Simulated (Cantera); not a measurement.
An isothermal plug-flow reactor at 875 K and 660 Torr (inlet), inlet velocity 1.2 m/s, active area per volume 110 1/m; feed 1.09 % CO, 18.8 % O₂, 78.0 % N₂, 2.17 % H₂O.

Model: Deutschmann's 1995 Pt surface mechanism with GRI-Mech 3.0 gas chemistry, integrated in Cantera. Catalytic surfaces can have several steady states; this one follows from the mechanism file's or the stated starting coverage. Mass transfer to the wall is taken as infinitely fast.

### Question
Predict: x(CO) at z = 0.0069 m; x(O₂) at z = 0.0069 m; x(H₂O) at z = 0.0069 m; x(CO₂) at z = 0.0069 m; θ(free Pt) at the exit; θ(O*) at the exit; θ(OH*) at the exit.

### Answer
```
Quantity                  Value
----------------------  -------
x(CO) at z = 0.0069 m   0.00200
x(O₂) at z = 0.0069 m     0.184
x(H₂O) at z = 0.0069 m   0.0218
x(CO₂) at z = 0.0069 m  0.00891
θ(free Pt) at the exit   0.0745
θ(O*) at the exit         0.922
θ(OH*) at the exit      0.00269
```
